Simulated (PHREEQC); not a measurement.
Dissolve 0.032 mol HNO3, 0.097 mol AlCl3 and 0.0059 mol MgCl2 per kg of water at 88 °C. Closed to the air; pH follows from the charge balance.

Equilibrium calculation in PHREEQC: ion-association model, phreeqc.dat.

Each row changes one thing in this solution. This is a speciation only: nothing precipitates in the calculation.

| case | pH | AlOH+2 (mol/kgw) | Al(OH)2+ (mol/kgw) | SI of Gibbsite (Al(OH)3) |
|---|---|---|---|---|
| as made | 1.62 | 0.000520 | 2.12e-6 | -2.57 |
| MgCl2 replaced by SrCl2 at the same molality | 1.62 | 0.000520 | 2.12e-6 | -2.57 |
| AlCl3 from 0.097 to 0.107 mol/kgw | 1.62 | 0.000572 | 2.28e-6 | (withheld) |
| diluted 10-fold with water | (withheld) | 0.000501 | (withheld) | -0.45 |
| temperature from 88 to 10 °C | 1.61 | 5.59e-6 | 1.36e-10 | -6.25 |
| MgCl2 left out | 1.62 | (withheld) | 2.13e-6 | -2.56 |

**Question.** What belongs in the gaps?

**Answer.** 
- AlCl3 from 0.097 to 0.107 mol/kgw, SI of Gibbsite (Al(OH)3): -2.54
- diluted 10-fold with water, pH: 2.51
- diluted 10-fold with water, Al(OH)2+ (mol/kgw): 2.90e-5
- MgCl2 left out, AlOH+2 (mol/kgw): 0.000521

At this temperature some constants are extrapolated from 25 °C, and those without enthalpy data are left unchanged.
